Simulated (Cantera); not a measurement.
What does this Cantera script print?

```python
import numpy as np
import cantera as ct

gas = ct.Solution("gri30.yaml")
gas.TPX = 1025, 13000, {'H2': 0.66, 'O2': 1, 'N2': 6.9}
reactor = ct.IdealGasConstPressureReactor(gas, energy="off", clone=False)
net = ct.ReactorNet([reactor])
net.rtol, net.atol = 1e-08, 1e-18
show = ['H2', 'O2', 'NO', 'H2O', 'NO2']
times = np.geomspace(0.0001, 5, 11)

steps = ct.SolutionArray(gas, extra=["t"])
rows = []
print(f"{'t/s':>10s}{'T/K':>9s}{'P/Pa':>11s}" + "".join(f"{s:>11s}" for s in show))
for t in times:
    while net.time < t:
        t_next = net.step()
        steps.append(gas.state, t=t_next)
    rows.append([np.interp(t, steps.t, y) for y in (steps.T, steps.P, *steps(*show).X.T)])
    print(f"{t:10.3e}{rows[-1][0]:9.1f}{rows[-1][1]:11.4g}" + "".join(f"{x:11.3e}" for x in rows[-1][2:]))
rate = np.gradient(steps.T, steps.t)
print("integrator steps:", len(steps.t))
if steps.T.max() > steps.T[0] + 200:
    print(f"time of steepest temperature rise: {steps.t[rate.argmax()]:.4e} s")
gas.TPX = 1025, 13000, {'H2': 0.66, 'O2': 1, 'N2': 6.9}
gas.equilibrate("TP")
print(f"equilibrium (TP): T = {gas.T:.1f} K  " + "  ".join(f"{s} {gas[s].X[0]:.3e}" for s in show))
```

It prints:

```
       t/s      T/K       P/Pa         H2         O2         NO        H2O        NO2
 1.000e-04   1025.0    1.3e+04  7.710e-02  1.168e-01  3.360e-23  1.332e-10  5.031e-31
 2.951e-04   1025.0    1.3e+04  7.710e-02  1.168e-01  2.097e-21  4.033e-09  2.683e-28
 8.706e-04   1025.0    1.3e+04  7.710e-02  1.168e-01  1.276e-15  5.135e-06  5.726e-20
 2.569e-03   1025.0    1.3e+04  4.491e-03  8.309e-02  1.019e-06  7.014e-02  7.190e-11
 7.579e-03   1025.0    1.3e+04  3.194e-04  8.144e-02  1.173e-06  7.974e-02  2.837e-09
 2.236e-02   1025.0    1.3e+04  4.216e-05  8.141e-02  1.160e-06  8.012e-02  1.616e-08
 6.598e-02   1025.0    1.3e+04  4.988e-06  8.140e-02  1.147e-06  8.018e-02  2.943e-08
 1.947e-01   1025.0    1.3e+04  4.759e-07  8.141e-02  1.147e-06  8.019e-02  2.940e-08
 5.743e-01   1025.0    1.3e+04  5.582e-08  8.141e-02  1.155e-06  8.019e-02  2.081e-08
 1.695e+00   1025.0    1.3e+04  1.201e-08  8.141e-02  1.164e-06  8.019e-02  1.224e-08
 5.000e+00   1025.0    1.3e+04  3.406e-09  8.141e-02  1.169e-06  8.019e-02  6.918e-09
integrator steps: 1556
equilibrium (TP): T = 1025.0 K  H2 1.419e-10  O2 8.140e-02  NO 2.642e-05  H2O 8.019e-02  NO2 2.683e-07
```

Detailed kinetics in Cantera: GRI-Mech 3.0 (53 species, 325 reactions). Radical loss at walls, strong at low pressure, is not modelled. The temperature is held fixed by assumption; the heat of reaction is taken as removed at once.
